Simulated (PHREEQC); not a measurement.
**Alkaline etch or developer: speciation**

Dissolve 0.63 mol KOH, 0.00011 mol CO2 and 0.0023 mol K3PO4 per kg of water at 25 °C. Closed to the air; pH follows from the charge balance.

Equilibrium calculation in PHREEQC: ion-association model, wateq4f.dat.

No solid was allowed to form.

Predict the pH, activity of water.

pH 13.60; activity of water 0.978.

Complexes and solids missing from the database can't appear. H3PO4, which wateq4f.dat lacks, is added to it with the constant of phreeqc.dat.
